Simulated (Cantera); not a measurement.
Charge: 1 mol SiCl4, 0.46 mol HCl, 45 mol N2, 0.12 mol Cl2, held at 0.0133 bar.

Cantera equilibrium calculation (NASA polynomials, part measured and part estimated; ideal gas, pure solids and liquids). Candidate condensed phases: NH4Cl, Si, Si3N4; 28 gas species. The numbers say what is thermodynamically allowed, not how fast it happens.

Problem. At 875 K, list the 5 most abundant gas species with their mole fractions, and the condensed phases.

Solution. N2 0.966, SiCl4 0.0215, HCl 0.00988, Cl2 0.00257, Cl 2.02e-5. Condensed: gas only.
